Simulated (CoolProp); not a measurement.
Model: reference Helmholtz-energy equation of state, de Vries 1995, in CoolProp.

### Question
Give the vapour pressure (kPa), liquid cp (kJ/(kg K)), vapour viscosity (µPa s) of saturated R124 at 3.05, 8.55, 27.85 °C.

### Answer
| T (°C) | p (kPa) | liquid cp (kJ/(kg K)) | vapour viscosity (µPa s) |
|---|---|---|---|
| 3.05 | 183 | 1.09 | 11.9 |
| 8.55 | 223 | 1.10 | 12.2 |
| 27.85 | 417 | 1.14 | 13.1 |

Viscosity comes from a separate model (Bell 2016), an estimate that may be off by 10 % or more.
